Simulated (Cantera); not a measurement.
A freely propagating, adiabatic, planar premixed flame of H₂ : O₂ : N₂ : H₂O = 1 : 0.61 : 2.29 : 0.12 (molar parts), equivalence ratio 0.82, unburnt at 600 K and 0.980 bar; mixture-averaged transport, grid criteria slope 0.08 and curve 0.16, no radiation.

Model: the H2/O2 subset of GRI-Mech 3.0, which has no nitrogen chemistry, integrated in Cantera. Burning velocities carry a grid error of a few per cent, more on coarse grids.

Question: Predict: laminar burning velocity; thermal thickness; peak x(O); peak x(OH); peak x(H).

Answer: 
```json
{
  "laminar_burning_velocity": "599 cm/s",
  "thermal_thickness": "0.456 mm",
  "peak x(O)": "0.0127",
  "peak x(OH)": "0.0169",
  "peak x(H)": "0.0387"
}
```
